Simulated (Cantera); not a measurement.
A perfectly stirred reactor is fed with 85.5 % NH₃, 14.5 % N₂, at 17.3 Torr; it is held at 2175 K, and followed from long to short residence time.

Model: the gas-phase N/H chemistry of the illustrative SiF4/NH3 mechanism in the Surface Chemkin manual (1991), integrated in Cantera. Walls and surfaces, which speed up NH3 decomposition in real reactors, are not modelled.

One state of this run: x NH₃ = 0.306; x H₂ = 0.442; x N = 3.94e-6; x N₂H₄ = 5.75e-9; x NH = 4.74e-5. x: mole fraction; the columns are a selection and need not sum to one.

Which value of τ (s) does it belong to?
A. 0.24
B. 0.016
C. 0.0091
D. 0.081

A, 0.24
